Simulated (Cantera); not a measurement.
A closed system holds: 1 mol B2O3, 9.5 mol H2, at 1275 °C and 0.000720 bar.

Cantera equilibrium calculation (NASA polynomials, part measured and part estimated; ideal gas, pure solids and liquids). Candidate condensed phases: B, B2O3, B3O3H3, H2O; 23 gas species. Equilibrium is a limit: real reactors are often held back by kinetics, nucleation or transport.

**Question.** What is the equilibrium state?

**Answer.** 
```
Item                                      Value
------------------------------------  ---------
x(H2)                                     0.872
x(B2O3)                                  0.0594
x(HBO2)                                  0.0349
x(HBO)                                   0.0258
x(B2O2)                                 0.00502
x(H)                                    0.00107
x(H2O)                                 0.000860
x(BO)                                  0.000774
x(BO2)                                  1.77e-6
gas amount                            10.51 mol
log10 activity of B(s) (absent)           -2.59
log10 activity of B3O3H3(s) (absent)     -13.64
```
